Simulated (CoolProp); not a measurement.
Vapour-liquid equilibrium of isopentane (1) + toluene (2) at 0.252 MPa; x and y are mole fractions of (1).

Model: multi-fluid Helmholtz-energy mixture model, Lemmon 2006 and Lemmon 2006; pair parameters Bell 2016, in CoolProp.

```tsv
x	bubble temperature, mixture model (K)	bubble temperature, Raoult's law (K)	y, mixture model	y, Raoult's law
0.05	406.5	407.6	0.284	0.282
0.125	390.1	393.4	0.558	0.541
0.2	377.2	382.2	0.714	0.693
0.275	367.3	373.1	0.805	0.787
0.35	359.6	365.6	0.860	0.849
0.425	353.7	359.2	0.895	0.891
0.5	349.0	353.8	0.919	0.921
0.575	345.3	349.0	0.937	0.943
0.65	342.1	344.8	0.951	0.960
0.725	339.3	341.1	0.962	0.972
0.8	336.8	337.8	0.973	0.982
0.875	334.3	334.7	0.983	0.990
0.95	331.9	332.0	0.993	0.996
```

The largest gap from Raoult's law is -6.0 K in bubble temperature, at x = 0.35. No azeotrope shows between x = 0.05 and 0.95.

Pair parameters are fitted to limited data, so mixtures are less certain than the pure fluids.
